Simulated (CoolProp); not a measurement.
Properties of R21 along the isobar 101 kPa (Tc = 452.7 K, pc = 5289 kPa, ω = 0.206).

Values from CoolProp's reference Helmholtz-energy equation of state, Platzer 1990. This equation is an older, rougher fit.

| T (K) | phase | cp (kJ/(kg K)) | expansivity (1/kK) | fugacity coefficient |
|---|---|---|---|---|
| 299.2 | gas | 0.6194 | 3.714 | 0.9720 |
| 315 | gas | 0.6294 | 3.460 | 0.9768 |
| 330.8 | gas | 0.6402 | 3.246 | 0.9805 |
| 346.6 | gas | 0.6515 | 3.063 | 0.9835 |
| 362.4 | gas | 0.6629 | 2.903 | 0.9859 |
| 378.2 | gas | 0.6743 | 2.761 | 0.9879 |
| 394 | gas | 0.6856 | 2.635 | 0.9895 |
| 409.8 | gas | 0.6966 | 2.521 | 0.9909 |
| 425.6 | gas | 0.7074 | 2.417 | 0.9920 |
| 441.4 | gas | 0.7178 | 2.323 | 0.9930 |
| 457.2 | gas | 0.7279 | 2.236 | 0.9938 |
| 473 | gas | 0.7376 | 2.156 | 0.9945 |
